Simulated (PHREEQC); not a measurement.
Brine (model solution)

Dissolve 0.28 mol Na2CO3 and 0.2 mol NaCl per kg of water at 45 °C. Closed to the air; pH follows from the charge balance.

Computed with PHREEQC (Pitzer model, pitzer.dat).

Each row changes one thing in this solution. No solid was allowed to form.

| case | pH | ionic strength (mol/kgw) | HCO3- (mol/kgw) | CO2 (mol/kgw) |
|---|---|---|---|---|
| as made | 11.08 | 1.03 | 0.00754 | 5.61e-8 |
| Na2CO3 from 0.28 to 0.308 mol/kgw | … | 1.12 | 0.00784 | 5.42e-8 |
| NaCl left out | … | … | 0.00796 | 5.92e-8 |
| diluted 5-fold with water | … | 0.204 | 0.00396 | 7.92e-8 |
| diluted 100-fold with water | 10.33 | 0.00944 | 0.000959 | 8.03e-8 |

### Question
Complete the blanks.

### Answer

- Na2CO3 from 0.28 to 0.308 mol/kgw, pH: 11.10
- NaCl left out, pH: 11.12
- NaCl left out, ionic strength (mol/kgw): 0.832
- diluted 5-fold with water, pH: 10.85

Complexes and solids missing from the database can't appear. In brines, pH and single-ion activities rest on the MacInnes convention. Away from 25 °C the constants follow the database's enthalpies or fits; those with neither stay at their 25 °C values.
